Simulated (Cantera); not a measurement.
Cantera with NASA thermochemical tables; ideal gases at 1 bar, condensed phases pure. Values are per mole of reaction as written; species without (g) are pure solids or liquids, kept so even where they would boil at 1 bar. ZrN: taken at fixed stoichiometry.

ZrO2(g) + NO2(g) → 4 O(g) + ZrN

```csv
T (K),ΔH° (kJ),ΔS° (J/K),ΔG° (kJ),log10 K
1325,…,…,…,…
1350,916.4,220.1,619.2,-23.96
1375,917.0,220.6,613.7,-23.31
1400,917.7,221.1,608.2,-22.69
1425,…,…,…,…
1450,…,…,…,…
```

Task: Fill in the missing entries.

Result: 
- 1325, ΔH° (kJ): 915.7
- 1325, ΔS° (J/K): 219.6
- 1325, ΔG° (kJ): 624.7
- 1325, log10 K: -24.63
- 1425, ΔH° (kJ): 918.4
- 1425, ΔS° (J/K): 221.6
- 1425, ΔG° (kJ): 602.6
- 1425, log10 K: -22.09
- 1450, ΔH° (kJ): 919.0
- 1450, ΔS° (J/K): 222.0
- 1450, ΔG° (kJ): 597.1
- 1450, log10 K: -21.51
